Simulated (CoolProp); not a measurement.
Computed with CoolProp (reference Helmholtz-energy equation of state, Lemmon 2006). It is a short technical equation, of lower accuracy than the large ones.

For R142b, give the phase and the cv (kJ/(kg K)), speed of sound (m/s), Joule-Thomson coefficient (K/MPa), isothermal compressibility (1/MPa) at 88.05 °C and 0.983 MPa.


- 88.05 °C and 0.983 MPa: gas; cv 0.901, speed of sound 159, Joule-Thomson coefficient 16.9, isothermal compressibility 1.22
